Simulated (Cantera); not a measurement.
Equilibrium for silicon carbide growth: Si(CH₃)₄ + C₂H₄ + H₂

Input: 1 mol Si(CH₃)₄, 1 mol C₂H₄, 47 mol H₂, equilibrated at 0.00133 bar.

Cantera equilibrium calculation (NASA polynomials, part measured and part estimated; ideal gas, pure solids and liquids). Candidate condensed phases: C, C₆H₆, C₇H₈, C₈H₁₈, Si, SiC; 87 gas species. Gases not in the tables: Si₂H₆ and higher silanes. Equilibrium is a limit: real reactors are often held back by kinetics, nucleation or transport.

From 800 °C to 1800 °C the condensed part is C(graphite) + SiC(s). From 1900 °C to 2000 °C the condensed part is C(graphite).

```json
[
 {"T (°C)": "800", "x H₂": "1.000", "x H": "3.84e-7", "x Si": "<1e-12", "x C₂H₂ (acetylene)": "7.18e-9", "x SiC₂": "<1e-12", "x Si₂C": "<1e-12", "x SiH": "<1e-12", "n C(graphite)": "5.00", "n SiC(s)": "1.00"},
 {"T (°C)": "900", "x H₂": "1.000", "x H": "3.23e-6", "x Si": "<1e-12", "x C₂H₂ (acetylene)": "6.12e-8", "x SiC₂": "<1e-12", "x Si₂C": "<1e-12", "x SiH": "<1e-12", "n C(graphite)": "5.00", "n SiC(s)": "1.00"},
 {"T (°C)": "1000", "x H₂": "1.000", "x H": "1.95e-5", "x Si": "3.47e-11", "x C₂H₂ (acetylene)": "3.72e-7", "x SiC₂": "<1e-12", "x Si₂C": "<1e-12", "x SiH": "1.22e-11", "n C(graphite)": "5.00", "n SiC(s)": "1.00"},
 {"T (°C)": "1100", "x H₂": "1.000", "x H": "9.12e-5", "x Si": "1.23e-9", "x C₂H₂ (acetylene)": "1.73e-6", "x SiC₂": "<1e-12", "x Si₂C": "<1e-12", "x SiH": "2.56e-10", "n C(graphite)": "5.00", "n SiC(s)": "1.00"},
 {"T (°C)": "1200", "x H₂": "1.000", "x H": "0.000346", "x Si": "2.69e-8", "x C₂H₂ (acetylene)": "6.50e-6", "x SiC₂": "3.71e-11", "x Si₂C": "3.30e-11", "x SiH": "3.53e-9", "n C(graphite)": "5.00", "n SiC(s)": "1.000"},
 {"T (°C)": "1300", "x H₂": "0.999", "x H": "0.00111", "x Si": "3.94e-7", "x C₂H₂ (acetylene)": "2.06e-5", "x SiC₂": "1.25e-9", "x Si₂C": "1.04e-9", "x SiH": "3.47e-8", "n C(graphite)": "5.00", "n SiC(s)": "1.000"},
 {"T (°C)": "1400", "x H₂": "0.997", "x H": "0.00311", "x Si": "4.19e-6", "x C₂H₂ (acetylene)": "5.68e-5", "x SiC₂": "2.74e-8", "x Si₂C": "2.14e-8", "x SiH": "2.58e-7", "n C(graphite)": "4.99", "n SiC(s)": "1.000"},
 {"T (°C)": "1500", "x H₂": "0.992", "x H": "0.00776", "x Si": "3.39e-5", "x C₂H₂ (acetylene)": "0.000139", "x SiC₂": "4.22e-7", "x Si₂C": "3.12e-7", "x SiH": "1.52e-6", "n C(graphite)": "4.99", "n SiC(s)": "0.998"},
 {"T (°C)": "1600", "x H₂": "0.982", "x H": "0.0175", "x Si": "0.000220", "x C₂H₂ (acetylene)": "0.000306", "x SiC₂": "4.82e-6", "x Si₂C": "3.38e-6", "x SiH": "7.40e-6", "n C(graphite)": "4.98", "n SiC(s)": "0.987"},
 {"T (°C)": "1700", "x H₂": "0.962", "x H": "0.0362", "x Si": "0.00117", "x C₂H₂ (acetylene)": "0.000616", "x SiC₂": "4.27e-5", "x Si₂C": "2.86e-5", "x SiH": "3.04e-5", "n C(graphite)": "5.00", "n SiC(s)": "0.927"},
 {"T (°C)": "1800", "x H₂": "0.924", "x H": "0.0692", "x Si": "0.00532", "x C₂H₂ (acetylene)": "0.00113", "x SiC₂": "0.000306", "x Si₂C": "0.000196", "x SiH": "0.000107", "n C(graphite)": "5.18", "n SiC(s)": "0.648"},
 {"T (°C)": "1900", "x H₂": "0.859", "x H": "0.123", "x Si": "0.0142", "x C₂H₂ (acetylene)": "0.00190", "x SiC₂": "0.00123", "x Si₂C": "0.000517", "x SiH": "0.000225", "n C(graphite)": "5.59", "n SiC(s)": "0"},
 {"T (°C)": "2000", "x H₂": "0.778", "x H": "0.203", "x Si": "0.0137", "x C₂H₂ (acetylene)": "0.00293", "x SiC₂": "0.00173", "x Si₂C": "0.000193", "x SiH": "0.000171", "n C(graphite)": "5.40", "n SiC(s)": "0"}
]
```
x: gas mole fraction; n: condensed amount in mol.
